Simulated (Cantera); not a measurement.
# Adiabatic ignition

An adiabatic, constant-pressure homogeneous reactor starts with 10.8 % CO, 0.518 % H₂, 19.4 % CH₄, 14.6 % O₂, 54.7 % N₂, equivalence ratio 3.1, at 1300 K and 24.0 bar.

Model: GRI-Mech 3.0 (53 species, 325 reactions), integrated in Cantera. The pressure lies above the range GRI-Mech 3.0 was tuned for (to about 10 atm).

| t (s) | T (K) | x CO | x H₂ | x CH₄ | x NO₂ | x H |
|---|---|---|---|---|---|---|
| 4.00e-6 | 1300 | 0.108 | 0.00518 | 0.194 | <1e-12 | 2.15e-9 |
| 1.10e-5 | 1300 | 0.108 | 0.00518 | 0.194 | <1e-12 | 6.53e-9 |
| 3.05e-5 | 1300 | 0.108 | 0.00518 | 0.194 | <1e-12 | 1.71e-8 |
| 8.42e-5 | 1301 | 0.108 | 0.00516 | 0.194 | <1e-12 | 2.27e-8 |
| 0.000233 | 1304 | 0.108 | 0.00511 | 0.194 | <1e-12 | 2.82e-8 |
| 0.000642 | 1320 | 0.108 | 0.00508 | 0.192 | <1e-12 | 5.20e-8 |
| 0.00177 | 2058 | 0.166 | 0.164 | 0.0103 | <1e-12 | 0.000202 |
| 0.00490 | 2013 | 0.202 | 0.211 | 0.00615 | <1e-12 | 0.000169 |
| 0.0135 | 1985 | 0.221 | 0.236 | 0.00362 | <1e-12 | 0.000147 |
| 0.0374 | 1966 | 0.228 | 0.249 | 0.00119 | <1e-12 | 0.000131 |
| 0.103 | 1958 | 0.230 | 0.252 | 5.35e-5 | <1e-12 | 0.000126 |
| 0.285 | 1958 | 0.230 | 0.252 | 1.96e-6 | <1e-12 | 0.000125 |
| 0.787 | 1958 | 0.230 | 0.252 | 1.96e-6 | <1e-12 | 0.000125 |
| 2.17 | 1958 | 0.230 | 0.252 | 1.96e-6 | <1e-12 | 0.000125 |
| 6.00 | 1958 | 0.230 | 0.252 | 1.96e-6 | <1e-12 | 0.000125 |
x: mole fraction; the columns are a selection and need not sum to one.

The time of steepest temperature rise is 1.53 ms and the temperature at 6.00 s is 1958 K. The equilibrium temperature is 1958 K and the x(CO) at 6.00 s comes out as 0.230 (gas-phase equilibrium 0.230). The x(H₂) at 6.00 s is 0.252 (gas-phase equilibrium 0.252) and the x(CH₄) at 6.00 s is 1.96e-6 (gas-phase equilibrium 2.12e-6).
